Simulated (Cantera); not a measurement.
# Equilibrium for silicon etching in halogen gases: Si + NF3 + N2 + SF6

Feed: 1 mol Si, 2.6 mol NF3, 11 mol N2, 2.8 mol SF6, held at 12.8 Torr.

Equilibrium computed with Cantera from the NASA thermochemical tables; the gas is ideal and each condensed phase is pure. Candidate condensed phases: S, Si, Si3N4; 29 gas species. The numbers say what is thermodynamically allowed, not how fast it happens.

| T (K) | log p N2 | log p F | log p SF6 | log p F2 | log p SiF4 | log p NF3 |
|---|---|---|---|---|---|---|
| 773 | -1.94 | -3.70 | -2.57 | -2.86 | -3.02 | -3.66 |
| 798 | -1.94 | -3.51 | -2.58 | -2.84 | -3.03 | -3.90 |
| 823 | -1.94 | -3.35 | -2.58 | -2.84 | -3.03 | -4.16 |
| 848 | -1.94 | -3.20 | -2.58 | -2.85 | -3.03 | -4.43 |
| 873 | -1.95 | -3.08 | -2.59 | -2.89 | -3.04 | -4.71 |
| 898 | -1.95 | -2.96 | -2.59 | -2.93 | -3.04 | -4.99 |
| 923 | -1.95 | -2.86 | -2.60 | -2.99 | -3.04 | -5.29 |
| 948 | -1.96 | -2.78 | -2.60 | -3.06 | -3.05 | -5.59 |
| 973 | -1.96 | -2.70 | -2.60 | -3.15 | -3.05 | -5.91 |
| 998 | -1.96 | -2.65 | -2.61 | -3.26 | -3.05 | -6.25 |
| 1023 | -1.97 | -2.60 | -2.61 | -3.38 | -3.06 | -6.60 |
| 1048 | -1.97 | -2.57 | -2.61 | -3.52 | -3.06 | -6.96 |
| 1073 | -1.97 | -2.55 | -2.62 | -3.66 | -3.06 | -7.32 |
| 1098 | -1.97 | -2.53 | -2.62 | -3.81 | -3.06 | -7.69 |
log p: log10 of the partial pressure in bar; nothing condenses.

From 773 K to 1098 K nothing is condensed. The main Si-bearing gas is SiF4 throughout.
